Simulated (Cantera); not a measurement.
Input: 1 mol Pb, 5.2 mol CO2, 110 mol H2, equilibrated at 1177 °C and 48.0 mbar.

These are equilibrium values from Cantera (NASA tables, ideal gas, pure condensed phases), not measurements of a reactor. Candidate condensed phases: C, C6H6, C7H8, C8H18, H2O, Pb, PbO, PbO2, Pb3O4; 113 gas species. Equilibrium is a limit: real reactors are often held back by kinetics, nucleation or transport.

Base state: H2 0.903, CO 0.0439, H2O 0.0439, Pb 0.00861, CO2 0.000896, H 4.10e-5 (mole fractions); condensed: gas only.

Question: What changes in the equilibrium state with this change: CO2 from 5.2 to 0.49 mol?

Answer: 
```csv
species,before,after
H2,0.903,0.982
Pb,0.00861,0.00897
H2O,0.0439,0.00439
CO,0.0439,0.00439
CO2,0.000896,8.24e-6
H,4.10e-5,4.28e-5
```
